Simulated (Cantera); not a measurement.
A closed system holds: 1 mol borazine, a varied amount of N2, equilibrated at 1900 °C and 0.240 bar.

Method: chemical equilibrium by Gibbs-energy minimisation in Cantera with the NASA 1993 tables (ideal gas, pure condensed phases). Candidate condensed phases: B, BN; 15 gas species. The feed counts by its element totals alone. The tables' values for BH2 are old estimates; treat these amounts as uncertain. Rates play no part.

x: gas mole fraction; n: condensed amount in mol.

```json
[
 {"n(N2) (mol)": "0.47", "x N2": "0.135", "x H2": "0.856", "x H": "0.00911", "x BH2": "0.000197", "x BH3": "4.14e-6", "n BN(s)": "3.00"},
 {"n(N2) (mol)": "0.85", "x N2": "0.220", "x H2": "0.771", "x H": "0.00865", "x BH2": "0.000139", "x BH3": "2.78e-6", "n BN(s)": "3.00"},
 {"n(N2) (mol)": "1.5", "x N2": "…", "x H2": "…", "x H": "…", "x BH2": "9.69e-5", "x BH3": "…", "n BN(s)": "3.00"},
 {"n(N2) (mol)": "2.8", "x N2": "0.481", "x H2": "0.512", "x H": "0.00705", "x BH2": "6.24e-5", "x BH3": "1.01e-6", "n BN(s)": "3.00"},
 {"n(N2) (mol)": "5", "x N2": "…", "x H2": "…", "x H": "…", "x BH2": "3.97e-5", "x BH3": "…", "n BN(s)": "3.00"},
 {"n(N2) (mol)": "8.9", "x N2": "0.746", "x H2": "0.249", "x H": "0.00492", "x BH2": "2.44e-5", "x BH3": "2.76e-7", "n BN(s)": "3.00"},
 {"n(N2) (mol)": "16", "x N2": "0.840", "x H2": "0.156", "x H": "0.00389", "x BH2": "1.44e-5", "x BH3": "1.29e-7", "n BN(s)": "3.00"},
 {"n(N2) (mol)": "29", "x N2": "0.905", "x H2": "0.0921", "x H": "0.00299", "x BH2": "8.19e-6", "x BH3": "5.65e-8", "n BN(s)": "3.00"}
]
```

**Question.** Complete the blanks.

**Answer.** 
- 1.5, x N2: 0.332
- 1.5, x H2: 0.660
- 1.5, x H: 0.00800
- 1.5, x BH3: 1.79e-6
- 5, x N2: 0.623
- 5, x H2: 0.371
- 5, x H: 0.00600
- 5, x BH3: 5.50e-7
